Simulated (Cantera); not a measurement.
## Stirred combustor or abatement burner

A perfectly stirred reactor is fed with 2.14 % C3H8, 20.5 % O2, 77.3 % N2, equivalence ratio 0.52, at 1.10 bar; it is adiabatic with a 425 K inlet, and is followed from long to short residence time, starting on the burning branch (τ in s: 0.02, 0.011, 0.0062, 0.0035, 0.0019, 0.0011, 0.0006, 0.00033, 0.00019, 0.0001, 5.8e-05, 3.2e-05).

Cantera simulation using GRI-Mech 3.0 (53 species, 325 reactions); the numbers are that mechanism's predictions, not measurements. GRI-Mech 3.0 was tuned for natural gas; its chemistry of propane as a main component is partial and can be far from experiment.

| τ (s) | T (K) | x C3H8 | x O2 | x CH2 | x C2H2 | x C2H4 |
|---|---|---|---|---|---|---|
| 0.020 | 1631 | 4.35e-6 | 0.0967 | 6.28e-8 | 2.00e-6 | 1.20e-5 |
| 0.011 | 1624 | 6.34e-6 | 0.0969 | 1.05e-7 | 2.32e-6 | 1.66e-5 |
| 0.0062 | 1615 | 9.12e-6 | 0.0972 | 1.70e-7 | 2.66e-6 | 2.28e-5 |
| 0.0035 | 1601 | 1.32e-5 | 0.0976 | 2.73e-7 | 3.08e-6 | 3.15e-5 |
| 0.0019 | 1581 | 2.03e-5 | 0.0984 | 4.51e-7 | 3.68e-6 | 4.54e-5 |
| 0.0011 | 1556 | 3.11e-5 | 0.0996 | 7.08e-7 | 4.50e-6 | 6.58e-5 |
| 0.00060 | 1513 | 5.54e-5 | 0.102 | 1.19e-6 | 6.28e-6 | 0.000111 |
| 0.00033 | 1432 | 0.000142 | 0.108 | 2.14e-6 | 1.27e-5 | 0.000281 |
| 0.00019 | 425 | 0.0214 | 0.205 | <1e-12 | <1e-12 | <1e-12 |
| 0.00010 | 425 | 0.0214 | 0.205 | <1e-12 | <1e-12 | <1e-12 |
| 5.8e-5 | 425 | 0.0214 | 0.205 | <1e-12 | <1e-12 | <1e-12 |
| 3.2e-5 | 425 | 0.0214 | 0.205 | <1e-12 | <1e-12 | <1e-12 |
x: mole fraction; the columns are a selection and need not sum to one.
